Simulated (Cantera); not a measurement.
A freely propagating, adiabatic, planar premixed flame of CH4 : C2H6 : O2 : N2 = 1 : 0.04 : 1.92 : 7.21 (molar parts), equivalence ratio 1.1, unburnt at 575 K and 0.910 bar; mixture-averaged transport, grid criteria slope 0.08 and curve 0.16, no radiation.

Detailed kinetics in Cantera: GRI-Mech 3.0 (53 species, 325 reactions). Burning velocities carry a grid error of a few per cent, more on coarse grids.

x: mole fraction of selected species; z is measured from the peak of heat release.

```csv
z (mm),T (K),u (m/s),x CH4,x C2H6,x O2,x NO2,x C2H,x H2
-1.08,575,1.23,0.0982,0.00393,0.189,<1e-8,<1e-8,0.00115
-0.717,576,1.24,0.0979,0.00392,0.188,<1e-8,<1e-8,0.00339
-0.538,584,1.26,0.0970,0.00391,0.187,<1e-8,<1e-8,0.00652
-0.358,?,1.38,0.0929,0.00386,0.182,6.41e-8,<1e-8,0.0129
-0.179,?,2.27,0.0677,0.00350,0.150,7.68e-8,<1e-8,0.0241
-0.0896,?,3.23,0.0382,0.00197,0.108,3.17e-8,1.90e-8,0.0299
0,?,4.14,0.00997,0.000165,0.0583,<1e-8,6.89e-7,0.0313
0.0896,2003,4.54,0.000921,1.05e-6,0.0283,<1e-8,6.97e-7,0.0264
0.179,2047,4.62,4.32e-5,<1e-8,0.0173,<1e-8,6.09e-8,0.0229
0.358,2084,4.68,7.83e-8,<1e-8,0.0120,<1e-8,<1e-8,0.0221
0.717,2130,4.77,<1e-8,<1e-8,0.00985,<1e-8,<1e-8,0.0218
1.43,2189,4.88,<1e-8,<1e-8,0.00793,<1e-8,<1e-8,0.0204
2.87,2252,5.00,<1e-8,<1e-8,0.00578,<1e-8,<1e-8,0.0186
```

Q: Some entries are withheld; supply them.

A: 
- -0.358, T (K): 638
- -0.179, T (K): 1026
- -0.0896, T (K): 1443
- 0, T (K): 1832
